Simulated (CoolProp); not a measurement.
Properties of sulfur dioxide along the isotherm 525 K (Tc = 430.6 K, pc = 78.87 bar, ω = 0.256).

Computed with CoolProp (reference Helmholtz-energy equation of state, Gao 2016).

```csv
p (bar),phase,cp (kJ/(kg K)),cv (kJ/(kg K)),speed of sound (m/s),Joule-Thomson coefficient (K/MPa)
0.374,gas,0.7381,0.6077,287.4,7.538
0.582,gas,0.7385,0.6078,287.4,7.538
0.907,gas,0.7392,0.6080,287.3,7.537
1.41,gas,0.7404,0.6084,287.1,7.537
2.2,gas,0.7421,0.6089,286.8,7.535
3.42,gas,0.7449,0.6097,286.4,7.533
5.33,gas,[?],0.6109,285.7,7.529
8.3,gas,0.7564,0.6129,[?],[?]
12.9,gas,0.7677,0.6160,283.2,7.511
20.1,gas,[?],0.6210,280.7,7.489
31.3,gas,0.8189,0.6290,276.9,7.441
48.8,gas,0.8782,0.6422,271.2,7.329
76,gas,0.9978,0.6643,263.2,7.039
118,supercritical,1.272,[?],[?],6.226
```

Task: What belongs in the gaps?

Result: 
- 5.33, cp (kJ/(kg K)): 0.7493
- 8.3, speed of sound (m/s): 284.7
- 8.3, Joule-Thomson coefficient (K/MPa): 7.523
- 20.1, cp (kJ/(kg K)): 0.7865
- 118, cv (kJ/(kg K)): 0.7012
- 118, speed of sound (m/s): 255.1
